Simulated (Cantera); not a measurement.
Mixture: CH3OH : O2 : N2 = 1 : 1 : 3.76 (molar parts), equivalence ratio 1.5, at 9.87 atm, adiabatic and at constant volume. Ignition delay is the time to a rise of 400 K.

Computed with Cantera and GRI-Mech 3.0 (53 species, 325 reactions). GRI-Mech 3.0 was tuned for natural gas; its chemistry of methanol as a main component is partial and can be far from experiment.

Problem. What does this change do: constant pressure in place of constant volume?

Solution. 
```
quantity                                                before       after
--------------------------------------------------  ----------  ----------
delay at 1200 K                                        1.32 ms     1.35 ms
delay at 1300 K                                       0.278 ms    0.288 ms
delay at 1400 K                                        74.8 µs     79.1 µs
delay at 1500 K                                        24.8 µs     26.9 µs
delay at 1600 K                                        9.75 µs     11.0 µs
delay at 1700 K                                        4.40 µs     5.16 µs
delay at 1800 K                                        2.21 µs     2.69 µs
apparent activation energy between 1600 and 1800 K  180 kJ/mol  170 kJ/mol
```

Problem. What does this change do: CH3OH 1 to 2.7 parts?

Solution. 
| quantity | before | after |
|---|---|---|
| delay at 1200 K | 1.32 ms | 1.09 ms |
| delay at 1300 K | 0.278 ms | 0.225 ms |
| delay at 1400 K | 74.8 µs | 59.4 µs |
| delay at 1500 K | 24.8 µs | 19.2 µs |
| delay at 1600 K | 9.75 µs | 7.41 µs |
| delay at 1700 K | 4.40 µs | 3.31 µs |
| delay at 1800 K | 2.21 µs | 1.67 µs |
| apparent activation energy between 1600 and 1800 K | 180 kJ/mol | 180 kJ/mol |
